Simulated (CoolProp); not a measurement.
The numbers come from the reference Helmholtz-energy equation of state, Colonna 2008 in CoolProp. It is a short technical equation, of lower accuracy than the large ones.

Q: Give the vapour pressure (MPa), liquid density (kg/m³), liquid cp (kJ/(kg K)), surface tension (mN/m) of saturated dodecamethylcyclohexasiloxane (D6) at 508.9, 571.6 K.

A: 
| T (K) | p (MPa) | liquid density (kg/m³) | liquid cp (kJ/(kg K)) | surface tension (mN/m) |
|---|---|---|---|---|
| 508.9 | 0.0822 | 718 | 2.01 | 4.31 |
| 571.6 | 0.293 | 616 | 2.17 | 1.62 |

Surface tension comes from a separate correlation (Mulero 2014).
